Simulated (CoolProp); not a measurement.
Vapour-liquid equilibrium of m-xylene (1) + n-undecane (2) at 131.85 °C; x and y are mole fractions of (1).

The numbers come from the multi-fluid Helmholtz-energy mixture model, Zhou 2012 and Aleksandrov 2011; pair parameters Bell 2016 in CoolProp.

```tsv
x	bubble pressure (kPa)	y at the bubble point	dew pressure at overall composition x (kPa)	liquid density (mol/L)
0.05	18.61	0.209	16.09	4.279
0.15	24.97	0.469	17.59	4.482
0.25	31.37	0.625	19.39	4.703
0.35	37.87	0.729	21.60	4.943
0.45	44.50	0.804	24.37	5.204
0.55	51.28	0.861	27.94	5.489
0.65	58.21	0.905	32.74	5.802
0.75	65.28	0.940	39.51	6.147
0.85	72.42	0.968	49.81	6.528
0.95	79.59	0.990	67.68	6.952
```

No azeotrope shows between x = 0.05 and 0.95.

Pair parameters are fitted to limited data, so mixtures are less certain than the pure fluids.
